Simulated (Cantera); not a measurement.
A perfectly stirred reactor is fed with CH4 : N2 = 1 : 55 (molar parts), at 0.0267 bar; it is held at 2000 K, and followed from long to short residence time.

Cantera simulation using GRI-Mech 3.0 (53 species, 325 reactions); the numbers are that mechanism's predictions, not measurements. GRI-Mech 3.0 stops at C3 and has no aromatics, soot or wall deposition, so with more carbon than oxygen in the feed, carbon stays in small species such as C2H2 where larger ones or solid carbon would form. Radical loss at walls, strong at low pressure, is not modelled.

Question: What does this change do: temperature 2000 to 1775 K?

Answer: 
| quantity | before | after |
|---|---|---|
| x(CH4) at τ = 14.0 s | 5.12e-5 | 0.000441 |
| x(HCN) at τ = 14.0 s | 0.00515 | 0.000349 |
| x(C2H) at τ = 14.0 s | 3.28e-6 | 4.24e-7 |
| x(CH3) at τ = 14.0 s | 2.84e-5 | 5.68e-5 |
| x(CH2) at τ = 14.0 s | 1.01e-6 | 3.85e-7 |
| x(CH4) at τ = 43.0 ms | 0.00470 | 0.0134 |
| x(HCN) at τ = 43.0 ms | 3.72e-5 | 3.22e-7 |
| x(C2H) at τ = 43.0 ms | 1.15e-6 | 3.85e-8 |
| x(CH3) at τ = 43.0 ms | 0.000800 | 0.000562 |
| x(CH2) at τ = 43.0 ms | 6.64e-6 | 9.25e-7 |

Question: What does this change do: pressure from 0.0267 bar to 0.00120 bar?

Answer: 
```tsv
quantity	before	after
x(CH4) at τ = 14.0 s	5.12e-5	0.000657
x(HCN) at τ = 14.0 s	0.00515	0.000634
x(C2H) at τ = 14.0 s	3.28e-6	2.44e-6
x(CH3) at τ = 14.0 s	2.84e-5	0.000202
x(CH2) at τ = 14.0 s	1.01e-6	3.70e-6
x(CH4) at τ = 43.0 ms	0.00470	0.0166
x(HCN) at τ = 43.0 ms	3.72e-5	6.17e-8
x(C2H) at τ = 43.0 ms	1.15e-6	3.84e-8
x(CH3) at τ = 43.0 ms	0.000800	0.000776
x(CH2) at τ = 43.0 ms	6.64e-6	1.95e-6
```
